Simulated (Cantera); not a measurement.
An isothermal, constant-pressure homogeneous reactor starts with NH₃ : N₂ = 1 : 2.4 (molar parts), at 1625 K and 0.680 bar. Integrator tolerance rtol = 1e-08.

Cantera simulation using the gas-phase N/H chemistry of the illustrative SiF4/NH3 mechanism in the Surface Chemkin manual (1991); the numbers are that mechanism's predictions, not measurements. Walls and surfaces, which speed up NH3 decomposition in real reactors, are not modelled.

What does this change do: N2 2.4 to 7.1 parts?


```json
[
 {"quantity": "x(NH₃) at 2.00 s", "before": "0.213 (gas-phase equilibrium 4.75e-6)", "after": "0.0884 (gas-phase equilibrium 1.80e-6)"},
 {"quantity": "x(NH₂) at 2.00 s", "before": "5.34e-5 (gas-phase equilibrium 1.70e-9)", "after": "3.36e-5 (gas-phase equilibrium 9.23e-10)"},
 {"quantity": "x(N) at 2.00 s", "before": "1.39e-8 (gas-phase equilibrium 1.14e-12)", "after": "1.87e-8 (gas-phase equilibrium 1.28e-12)"},
 {"quantity": "x(N₂H₄) at 2.00 s", "before": "3.96e-8 (gas-phase equilibrium <1e-12)", "after": "1.57e-8 (gas-phase equilibrium <1e-12)"},
 {"quantity": "x(NH) at 2.00 s", "before": "3.57e-7 (gas-phase equilibrium 1.75e-11)", "after": "3.31e-7 (gas-phase equilibrium 1.37e-11)"},
 {"quantity": "x(N₂) at 2.00 s", "before": "0.693 (gas-phase equilibrium 0.659)", "after": "0.865 (gas-phase equilibrium 0.835)"}
]
```

What does this change do: N2 2.4 to 0.28 parts?


```json
[
 {"quantity": "x(NH₃) at 2.00 s", "before": "0.213 (gas-phase equilibrium 4.75e-6)", "after": "0.541 (gas-phase equilibrium 9.17e-6)"},
 {"quantity": "x(NH₂) at 2.00 s", "before": "5.34e-5 (gas-phase equilibrium 1.70e-9)", "after": "8.62e-5 (gas-phase equilibrium 2.36e-9)"},
 {"quantity": "x(N) at 2.00 s", "before": "1.39e-8 (gas-phase equilibrium 1.14e-12)", "after": "9.56e-9 (gas-phase equilibrium <1e-12)"},
 {"quantity": "x(N₂H₄) at 2.00 s", "before": "3.96e-8 (gas-phase equilibrium <1e-12)", "after": "1.03e-7 (gas-phase equilibrium <1e-12)"},
 {"quantity": "x(NH) at 2.00 s", "before": "3.57e-7 (gas-phase equilibrium 1.75e-11)", "after": "3.73e-7 (gas-phase equilibrium 1.75e-11)"},
 {"quantity": "x(N₂) at 2.00 s", "before": "0.693 (gas-phase equilibrium 0.659)", "after": "0.257 (gas-phase equilibrium 0.342)"}
]
```
